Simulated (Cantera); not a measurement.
A perfectly stirred reactor is fed with CH4 : O2 : N2 : H2O = 1 : 1.82 : 6.84 : 0.31 (molar parts), equivalence ratio 1.1, at 3.80 bar; it is adiabatic with a 350 K inlet, and is followed from long to short residence time, starting on the burning branch (τ in s: 0.023, 0.0084, 0.003, 0.0011, 0.0004, 0.00015, 5.3e-05, 1.9e-05, 7e-06).

Computed with Cantera and GRI-Mech 3.0 (53 species, 325 reactions).

What does this change do: inlet temperature 350 to 650 K?


```json
[
 {"quantity": "blow-out, bracketed by the residence times tried", "before": "burning at 0.150 ms, out at 53.0 µs", "after": "burning at 53.0 µs, out at 19.0 µs"},
 {"quantity": "x(CH4) at τ = 23.0 ms", "before": "1.86e-5", "after": "6.23e-6"},
 {"quantity": "x(O2) at τ = 23.0 ms", "before": "0.000547", "after": "0.00118"},
 {"quantity": "x(H2O) at τ = 23.0 ms", "before": "0.213", "after": "0.211"},
 {"quantity": "x(HO2) at τ = 23.0 ms", "before": "2.60e-7", "after": "4.99e-7"},
 {"quantity": "x(CH3) at τ = 23.0 ms", "before": "9.59e-6", "after": "4.18e-6"},
 {"quantity": "x(CH4) at τ = 0.400 ms", "before": "0.000195", "after": "0.000109"},
 {"quantity": "x(O2) at τ = 0.400 ms", "before": "0.00542", "after": "0.00610"},
 {"quantity": "x(H2O) at τ = 0.400 ms", "before": "0.205", "after": "0.203"},
 {"quantity": "x(HO2) at τ = 0.400 ms", "before": "4.95e-6", "after": "3.86e-6"},
 {"quantity": "x(CH3) at τ = 0.400 ms", "before": "9.86e-5", "after": "6.81e-5"}
]
```

What does this change do: CH4 1 to 1.4 parts?


```json
[
 {"quantity": "blow-out, bracketed by the residence times tried", "before": "burning at 0.150 ms, out at 53.0 µs", "after": "burning at 1.10 ms, out at 0.400 ms"},
 {"quantity": "x(CH4) at τ = 23.0 ms", "before": "1.86e-5", "after": "0.00609"},
 {"quantity": "x(O2) at τ = 23.0 ms", "before": "0.000547", "after": "0.000920"},
 {"quantity": "x(H2O) at τ = 23.0 ms", "before": "0.213", "after": "0.196"},
 {"quantity": "x(HO2) at τ = 23.0 ms", "before": "2.60e-7", "after": "2.76e-7"},
 {"quantity": "x(CH3) at τ = 23.0 ms", "before": "9.59e-6", "after": "0.000258"},
 {"quantity": "x(CH4) at τ = 0.400 ms", "before": "0.000195", "after": "0.135"},
 {"quantity": "x(O2) at τ = 0.400 ms", "before": "0.00542", "after": "0.176"},
 {"quantity": "x(H2O) at τ = 0.400 ms", "before": "0.205", "after": "0.0299"},
 {"quantity": "x(HO2) at τ = 0.400 ms", "before": "4.95e-6", "after": "<1e-12"},
 {"quantity": "x(CH3) at τ = 0.400 ms", "before": "9.86e-5", "after": "<1e-12"}
]
```
